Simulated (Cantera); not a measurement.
A freely propagating, adiabatic, planar premixed flame of C₃H₈ : O₂ : N₂ = 1 : 3.57 : 13.4 (molar parts), unburnt at 300 K and 0.160 bar; mixture-averaged transport, grid criteria slope 0.08 and curve 0.16, no radiation.

Computed with Cantera and GRI-Mech 3.0 (53 species, 325 reactions). GRI-Mech 3.0 was tuned for natural gas; its chemistry of propane as a main component is partial and can be far from experiment. Burning velocities carry a grid error of a few per cent, more on coarse grids.

Problem. Predict: laminar burning velocity; thermal thickness; peak x(O); peak x(HCN); peak x(H); peak x(CH₂).

Solution. 
```json
{
  "laminar_burning_velocity": "47.4 cm/s",
  "thermal_thickness": "1.95 mm",
  "peak x(O)": "0.000786",
  "peak x(HCN)": "2.38e-5",
  "peak x(H)": "0.0130",
  "peak x(CH₂)": "8.40e-5"
}
```
